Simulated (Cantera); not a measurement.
Standard-state values (1 bar) from the NASA 1993 polynomials, evaluated with Cantera. Values are per mole of reaction as written; species without (g) are pure solids or liquids, kept so even where they would boil at 1 bar.

Between 1250 and 1500 K, where is each reaction favourable under standard conditions?
- 3 HF(g) + B ⇌ BF3(g) + 3 H(g)


- 3 HF(g) + B ⇌ BF3(g) + 3 H(g): ΔG° is 231 kJ at 1250 K and 206 kJ at 1500 K; it stays positive (K < 1). ΔH° is 360 kJ and ΔS° 103 J/K at 1500 K.
